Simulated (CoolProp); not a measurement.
Dimethyl carbonate at 298.15 K and 10.4 MPa is throttled through a valve to 0.676 MPa with no heat exchange. Each further row changes one setting.

Values from CoolProp's reference Helmholtz-energy equation of state, Zhou 2011.

| case | temperature change (K) |
|---|---|
| as stated | +3.2 |
| outlet pressure 0.203 MPa | +3.3 |
| outlet pressure 0.879 MPa | +3.1 |
